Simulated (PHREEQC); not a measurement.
A PHREEQC input (ion-association model, phreeqc.dat):

```
SOLUTION 1
  temp 80
  units percent
  pH 6.76
  pe 11
  Na 3190
  K 22.7
  Ca 239
  Mg 350
  Cl 6150
  S(6) 196 as SO4
  Alkalinity 648 as HCO3
  Zn 2.73
  Ba 2.75
  Cd 17.3
END
USE solution 1
EQUILIBRIUM_PHASES 1
  Gypsum 0 0
  CO2(g) -2.5 10
END
```

It stops with these messages:

```
ERROR: Calculations terminating due to input errors.
```

The fault: a unit that the program doesn't know. The line should read `units mg/L` where the input has `units percent`. With the mend the run ends at pH 8.29 and ionic strength 0.199 mol/kgw.
